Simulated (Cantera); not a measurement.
## Adiabatic ignition

An adiabatic, constant-pressure homogeneous reactor starts with CH₄ : H₂ : O₂ : N₂ : CO₂ = 1 : 0.19 : 1.4 : 5.25 : 0.28 (molar parts), equivalence ratio 1.5, at 1325 K and 0.480 bar.

Detailed kinetics in Cantera: GRI-Mech 3.0 (53 species, 325 reactions).

```
t (s)     T (K)   x CH₄    x H₂     x O₂     x HCO    x C₂H₂    x C₂H₆
--------  -----  ------  ------  -------  --------  --------  --------
3.00e-6    1325   0.123  0.0234    0.172    <1e-12    <1e-12    <1e-12
9.27e-6    1325   0.123  0.0234    0.172    <1e-12    <1e-12    <1e-12
2.86e-5    1325   0.123  0.0234    0.172    <1e-12    <1e-12  4.37e-12
8.84e-5    1325   0.123  0.0234    0.172    <1e-12    <1e-12  1.80e-10
0.000273   1325   0.123  0.0234    0.172  1.46e-12    <1e-12   1.42e-8
0.000844   1325   0.123  0.0234    0.172  3.20e-10  5.54e-11   7.60e-6
0.00261    1337   0.121  0.0231    0.171   3.00e-8   2.05e-7  0.000671
0.00805    2543  <1e-12  0.0603  0.00122   7.35e-8    <1e-12    <1e-12
0.0249     2549  <1e-12  0.0607  0.00103   6.99e-8    <1e-12    <1e-12
0.0769     2548  <1e-12  0.0608  0.00101   6.99e-8    <1e-12    <1e-12
0.237      2548  <1e-12  0.0608  0.00101   6.99e-8    <1e-12    <1e-12
0.734      2548  <1e-12  0.0608  0.00101   6.99e-8    <1e-12    <1e-12
2.27       2548  <1e-12  0.0608  0.00101   6.99e-8    <1e-12    <1e-12
7.00       2548  <1e-12  0.0608  0.00101   6.99e-8    <1e-12    <1e-12
```
x: mole fraction; the columns are a selection and need not sum to one.

time of steepest temperature rise: 5.60 ms
temperature at 7.00 s: 2548 K
equilibrium temperature: 2548 K
x(CH₄) at 7.00 s: <1e-12 (gas-phase equilibrium <1e-12)
x(H₂) at 7.00 s: 0.0608 (gas-phase equilibrium 0.0608)
x(O₂) at 7.00 s: 0.00101 (gas-phase equilibrium 0.00101)
